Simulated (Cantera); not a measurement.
## Ignition delay

Mixture: H₂ : O₂ : N₂ = 1 : 0.088 : 1.04 (molar parts), at 0.938 atm, adiabatic and at constant volume. Ignition delay is the time to a rise of 400 K.

Model: the H2/O2 subset of GRI-Mech 3.0, which has no nitrogen chemistry, integrated in Cantera. Where the delays flatten at high temperature, the 400 K rule measures the pace of heat release, not the induction time.

```json
[
 {"T0 (K)": "1075", "delay (ms)": "0.340"},
 {"T0 (K)": "1125", "delay (ms)": "0.234"},
 {"T0 (K)": "1175", "delay (ms)": "0.178"},
 {"T0 (K)": "1225", "delay (ms)": "0.145"},
 {"T0 (K)": "1275", "delay (ms)": "0.126"},
 {"T0 (K)": "1325", "delay (ms)": "0.115"},
 {"T0 (K)": "1375", "delay (ms)": "0.109"},
 {"T0 (K)": "1425", "delay (ms)": "0.107"},
 {"T0 (K)": "1475", "delay (ms)": "0.107"}
]
```
